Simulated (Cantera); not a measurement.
Charge: 1 mol C₂F₆, 0.019 mol HCl, 0.13 mol H₂, equilibrated at 0.100 bar.

Cantera equilibrium calculation (NASA polynomials, part measured and part estimated; ideal gas, pure solids and liquids). Candidate condensed phases: C, C₆H₆, C₇H₈, C₈H₁₈; 118 gas species. The feed counts by its element totals alone. Gases not in the tables: C₂F₆ and larger saturated fluorocarbons. Rates play no part. All values below are at 1523 K.

Base state: CF₄ 0.830, HF 0.160, Cl 0.00558, HCl 0.00231, CClF₃ 0.00178, Cl₂ 0.000673, CF₂ 0.000173, CF₃ 6.38e-5 (mole fractions); condensed: C(graphite).

What changes in the equilibrium state with this change: pressure from 0.100 bar to 49.0 Pa?


| species | before | after |
|---|---|---|
| CF₄ | 0.830 | 0.824 |
| HF | 0.160 | 0.161 |
| Cl | 0.00558 | 0.0108 |
| CF₂ | 0.000173 | 0.00246 |
| Cl₂ | 0.000673 | 1.23e-5 |
| F | 1.55e-5 | 0.000837 |
| CClF₃ | 0.00178 | 6.35e-5 |
| HCl | 0.00231 | 8.37e-5 |
| C(graphite), mol | 0.568 | 0.568 |

What changes in the equilibrium state with this change: C₂F₆ replaced by CH₂F₂?


```csv
species,before,after
HF,0.160,0.931
H₂,<1e-9,0.0605
HCl,0.00231,0.00884
CF₄,0.830,<1e-9
CClF₃,0.00178,<1e-9
Cl₂,0.000673,<1e-9
CF₂,0.000173,<1e-9
"C(graphite), mol",0.568,1.000
```
